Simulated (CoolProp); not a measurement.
1000 sccm (0 °C, 1 atm) of nitrogen bubbles through liquid octamethyltrisiloxane (MDM) at 353.4 K and leaves saturated at a total pressure of 0.15 MPa (ideal gas phase). Each further row changes one setting.

The numbers come from the reference Helmholtz-energy equation of state, Thol 2017 in CoolProp.

```
case                      vapour pressure (kPa)  mole fraction of vapour  delivery (mg/min)  delivery (sccm)  change of delivery for a bath 1 K warmer (%)
------------------------  ---------------------  -----------------------  -----------------  ---------------  --------------------------------------------
as stated                                  9.18               (withheld)                688       (withheld)                                    (withheld)
bath temperature 358.4 K                   11.3                   0.0753         (withheld)       (withheld)                                           4.5
total pressure 0.3 MPa                     9.18               (withheld)                333       (withheld)                                    (withheld)
```

Q: What belongs in the gaps?

A: 
- as stated, mole fraction of vapour: 0.0612
- as stated, delivery (sccm): 65.2
- as stated, change of delivery for a bath 1 K warmer (%): 4.6
- bath temperature 358.4 K, delivery (mg/min): 859
- bath temperature 358.4 K, delivery (sccm): 81.4
- total pressure 0.3 MPa, mole fraction of vapour: 0.0306
- total pressure 0.3 MPa, delivery (sccm): 31.6
- total pressure 0.3 MPa, change of delivery for a bath 1 K warmer (%): 4.4
